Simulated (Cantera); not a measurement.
A freely propagating, adiabatic, planar premixed flame of H₂ : O₂ : N₂ = 1 : 0.5 : 1.88 (molar parts), equivalence ratio 1.0, unburnt at 325 K and 0.132 atm; mixture-averaged transport, grid criteria slope 0.08 and curve 0.16, no radiation.

Computed with Cantera and the H2/O2 subset of GRI-Mech 3.0, which has no nitrogen chemistry. Burning velocities carry a grid error of a few per cent, more on coarse grids.

**Question.** Predict: laminar burning velocity; thermal thickness; peak x(H₂O₂); peak x(O); peak x(HO₂).

**Answer.** 
```
Item                        Result
------------------------  --------
laminar burning velocity  223 cm/s
thermal thickness          5.32 mm
peak x(H₂O₂)               4.26e-5
peak x(O)                   0.0125
peak x(HO₂)               0.000135
```
